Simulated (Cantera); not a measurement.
# Equilibrium for tantalum, niobium, vanadium and zirconium in process gases: V + H₂O + N₂

Input: 1 mol V, a varied amount of H₂O, 3.3 mol N₂, held at 1300 K and 4200 Torr.

These are equilibrium values from Cantera (NASA tables, ideal gas, pure condensed phases), not measurements of a reactor. Candidate condensed phases: H₂O, V, VN, VO, V₂O₃, V₂O₄, V₂O₅; 28 gas species. Mutual solubility and eutectic melting of coexisting phases are not modelled. VN: taken at fixed stoichiometry. Condensed phases not in the tables: the oxides between V₂O₃ and V₂O₅ other than VO₂, V₂N. Equilibrium is a limit: real reactors are often held back by kinetics, nucleation or transport.

```
n(H₂O) (mol)   x N₂     x H₂O     x H₂    x NH₃  n VN(s)  n V₂O₃(s)
------------  -----  --------  -------  -------  -------  ---------
0.022         0.992  0.000135  0.00764  4.62e-7    0.986    0.00721
0.044         0.985  0.000267   0.0151  1.28e-6    0.971     0.0144
0.087         0.970  0.000516   0.0293  3.44e-6    0.943     0.0285
0.17          0.944  0.000962   0.0552  8.75e-6    0.889     0.0557
0.34          0.895   0.00176    0.103  2.17e-5    0.777      0.111
0.68          0.816   0.00300    0.181  4.82e-5    0.554      0.223
1.3           0.713   0.00448    0.283  8.81e-5    0.147      0.427
2.7           0.550     0.200    0.250  6.44e-5        0      0.500
5.3           0.384     0.442    0.174  3.13e-5        0      0.500
10            0.248     0.639    0.113  1.31e-5        0      0.500
21            0.136     0.802   0.0617  3.93e-6        0      0.500
```
x: gas mole fraction; n: condensed amount in mol.

From 0.022 mol H₂O to 1.3 mol H₂O the condensed part is VN(s) + V₂O₃(s). From 2.7 mol H₂O to 21 mol H₂O the condensed part is V₂O₃(s).
